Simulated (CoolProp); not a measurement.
n-pentane at 503.85 K and 6.93 MPa flows at 0.063 m/s in a round tube of 50 mm bore and 1.5 µm roughness, fully developed (64/Re and Nu = 3.66 if laminar; Colebrook and Gnielinski if turbulent). Each further row changes one setting.

The numbers come from the reference Helmholtz-energy equation of state, Thol 2019 in CoolProp.

```json
[
 {"case": "as stated", "Reynolds number": "48200", "Darcy friction factor": "0.0212", "pressure drop (Pa/m)": "0.279", "heat-transfer coefficient (W/(m² K))": "205", "mass flow (kg/h)": "148"},
 {"case": "velocity 0.126 m/s", "Reynolds number": "96400", "Darcy friction factor": "0.0183", "pressure drop (Pa/m)": "0.962", "heat-transfer coefficient (W/(m² K))": "359", "mass flow (kg/h)": "295"},
 {"case": "diameter 100 mm", "Reynolds number": "96400", "Darcy friction factor": "0.0182", "pressure drop (Pa/m)": "0.120", "heat-transfer coefficient (W/(m² K))": "179", "mass flow (kg/h)": "590"}
]
```

Viscosity comes from a separate model (Quiñones-Cisneros 2006), older than the equation that it now runs on, and unchecked against measurements. Thermal conductivity comes from a separate model (Vassiliou 2015).
